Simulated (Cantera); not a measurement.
## Equilibrium for nitride etching: BN + H2O

A closed system holds: 1 mol BN, 0.65 mol H2O, equilibrated at 3.30 Pa.

These are equilibrium values from Cantera (NASA tables, ideal gas, pure condensed phases), not measurements of a reactor. Candidate condensed phases: B, BN, B2O3, B3O3H3, H2O; 39 gas species. The tables' values for BH2 are old estimates; treat these amounts as uncertain. Equilibrium is a limit: real reactors are often held back by kinetics, nucleation or transport.

From 1625 °C to 1900 °C the condensed part is B(s). The main B-bearing gas is BO throughout. The share of B in condensed phases is highest at 1625 °C (34.4 %) and lowest at 1900 °C (20.7 %).

```tsv
T (°C)	x H2	x H	x BO	x N2	x HBO	x B	x B2O2	n B(s)
1625	0.304	0.0750	0.235	0.286	0.0594	0.000674	0.0371	0.344
1650	0.294	0.0889	0.250	0.281	0.0529	0.00106	0.0292	0.343
1675	0.283	0.105	0.263	0.276	0.0466	0.00166	0.0226	0.341
1700	0.270	0.122	0.273	0.271	0.0405	0.00256	0.0173	0.338
1725	0.257	0.142	0.280	0.266	0.0350	0.00391	0.0130	0.335
1750	0.242	0.163	0.285	0.260	0.0299	0.00590	0.00969	0.330
1775	0.226	0.185	0.287	0.255	0.0253	0.00881	0.00716	0.323
1800	0.209	0.209	0.288	0.249	0.0212	0.0130	0.00526	0.313
1825	0.191	0.234	0.286	0.243	0.0176	0.0191	0.00384	0.299
1850	0.171	0.259	0.282	0.237	0.0144	0.0277	0.00278	0.279
1875	0.151	0.282	0.277	0.230	0.0117	0.0399	0.00201	0.250
1900	0.131	0.304	0.270	0.221	0.00935	0.0570	0.00143	0.207
```
x: gas mole fraction; n: condensed amount in mol.
